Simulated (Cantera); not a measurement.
A closed system holds: 1 mol SiHCl3, 0.49 mol HCl, 14 mol H2, equilibrated at 0.250 bar.

These are equilibrium values from Cantera (NASA tables, ideal gas, pure condensed phases), not measurements of a reactor. Candidate condensed phases: Si; 19 gas species. The tables' values for SiCl3 are old estimates; treat these amounts as uncertain. Equilibrium is a limit: real reactors are often held back by kinetics, nucleation or transport.

Question: At 900 K, list the 5 most abundant gas species with their mole fractions, and the condensed phases.

Answer: H2 0.934, SiCl4 0.0389, SiHCl3 0.0203, HCl 0.00508, SiH2Cl2 0.00101. Condensed: Si(s).
